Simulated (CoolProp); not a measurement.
Water along the isobar 0.966 MPa: fugacity coefficient from the reference equation and from simpler models built on Tc = 647.1 K, pc = 22.06 MPa, ω = 0.344; each cubic takes its own stable root.

Model: reference Helmholtz-energy equation of state, Wagner 2002, in CoolProp.

```
T (K)   phase  reference
-----  ------  ---------
417    liquid     0.4031
440.3  liquid     0.7258
463.6     gas     0.9449
486.9     gas     0.9554
510.2     gas     0.9632
533.5     gas     0.9693
556.8     gas     0.9740
580.1     gas     0.9779
603.4     gas     0.9810
626.7     gas     0.9836
650       gas     0.9857
673.3     gas     0.9875
696.6     gas     0.9891
719.9     gas     0.9904
```

Q: How far does each simpler model (van der Waals, Redlich-Kwong, Soave-Redlich-Kwong, Peng-Robinson) lie from the reference over these 14 states: mean and median of the absolute difference, and the worst?

A: 
- van der Waals: mean 13.0 %, median 0.6 %, worst +139.1 % at 417 K and 0.966 MPa
- Redlich-Kwong: mean 11.6 %, median 0.3 %, worst +125.3 % at 417 K and 0.966 MPa
- Soave-Redlich-Kwong: mean 0.4 %, median 0.1 %, worst -1.6 % at 417 K and 0.966 MPa
- Peng-Robinson: mean 0.3 %, median 0.2 %, worst +1.0 % at 463.6 K and 0.966 MPa

At some of these states van der Waals, Redlich-Kwong gives the other phase, because its saturation line lies elsewhere.
